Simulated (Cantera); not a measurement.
Charge: 1 mol C3H8, 0.24 mol O2, 0.77 mol N2, equilibrated at 0.308 Torr.

Equilibrium computed with Cantera from the NASA thermochemical tables; the gas is ideal and each condensed phase is pure. Candidate condensed phases: C, C6H6, C7H8, C8H18, H2O; 136 gas species. Equilibrium is a limit: real reactors are often held back by kinetics, nucleation or transport.

**Question.** What share of the C ends up in condensed phases as a function of T (°C), at 425, 625, 825, 1025, 1225, 1425, 1625, 1825, 2025, 2225, 2425, 2625?

**Answer.** 
| T (°C) | C condensed (%) | as |
|---|---|---|
| 425 | 86.7 | C(graphite) |
| 625 | 84.0 | C(graphite) |
| 825 | 84.0 | C(graphite) |
| 1025 | 84.0 | C(graphite) |
| 1225 | 83.9 | C(graphite) |
| 1425 | 83.8 | C(graphite) |
| 1625 | 83.3 | C(graphite) |
| 1825 | 82.4 | C(graphite) |
| 2025 | 80.9 | C(graphite) |
| 2225 | 78.2 | C(graphite) |
| 2425 | 55.7 | C(graphite) |
| 2625 | 0.0 | - |
